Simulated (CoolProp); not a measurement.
The fluid at 298.15 K and 5.3 MPa flows at 1.1 m/s in a round tube of 10 mm bore and 0.25 µm roughness, fully developed (64/Re and Nu = 3.66 if laminar; Colebrook and Gnielinski if turbulent). The same conditions are run with several fluids, on thermodynamics alone (safety and materials aside).

The numbers come from the reference Helmholtz-energy equation of state of each fluid (n-nonane: Lemmon 2006; R11: Jacobsen 1992; ethylbenzene: Zhou 2012; R124: de Vries 1995; benzene: Thol 2012) in CoolProp.

Problem. Rank n-nonane, R11, ethylbenzene, R124, benzene by Reynolds number, highest first.

Solution. R124 (55600), R11 (35800), benzene (15300), ethylbenzene (14900), n-nonane (11400)

```csv
fluid,Darcy friction factor,pressure drop (Pa/m),heat-transfer coefficient (W/(m² K)),mass flow (kg/h)
n-nonane,0.0299,1300,1390,223
R11,0.0226,2040,1820,463
ethylbenzene,0.0279,1460,1590,269
R124,0.0205,1710,2100,429
benzene,0.0277,1470,1720,273
```

Transport values come from each fluid's own correlations; those of R11, ethylbenzene, R124 are estimates that may be off by 10 % or more.
